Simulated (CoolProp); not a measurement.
The fluid at 390.68 K and 5.76 MPa is throttled through a valve to 0.548 MPa with no heat exchange. The same conditions are run with several fluids, on thermodynamics alone (safety and materials aside).

Computed with CoolProp (reference Helmholtz-energy equation of state of each fluid (oxygen: Schmidt 1985; carbon monoxide: Lemmon 2006; R143a: Lemmon and Jacobsen 2000; methane: Setzmann 1991; CF4 (R14): Platzer 1990)). The equations of Platzer and Polt are older, rougher fits.

```
fluid            temperature change (K)  final density (kg/m³)
---------------  ----------------------  ---------------------
oxygen                             -7.5                   5.51
carbon monoxide              (withheld)                   4.80
R143a                             -60.0             (withheld)
methane                      (withheld)             (withheld)
CF4 (R14)                         -14.8                   15.5
```

Problem. Fill in the missing entries.

Solution. 
- carbon monoxide, temperature change (K): -6.2
- R143a, final density (kg/m³): 17.9
- methane, temperature change (K): -12.1
- methane, final density (kg/m³): 2.80

Above 300 K oxygen's equation is extrapolated.
